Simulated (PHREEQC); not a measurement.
**Brine**

Dissolve 1.1 mol H2SO4 and 0.039 mol Na2B4O7 per kg of water at 52 °C. Closed to the air; pH follows from the charge balance.

Equilibrium calculation in PHREEQC: ion-association model, wateq4f.dat.

No solid was allowed to form.

### Question
Estimate the pH, ionic strength.

### Answer
pH 0.11; ionic strength 1.17 mol/kgw.

### Question
In which forms is S present?

### Answer
HSO4- 97 %, SO4-2 3.0 % of the S.

Caution: at this ionic strength the ion-association model is outside its range; a Pitzer model would be the better tool where its parameters exist. Species that the database lacks are ignored. At this temperature some constants are extrapolated from 25 °C, and those without enthalpy data are left unchanged.
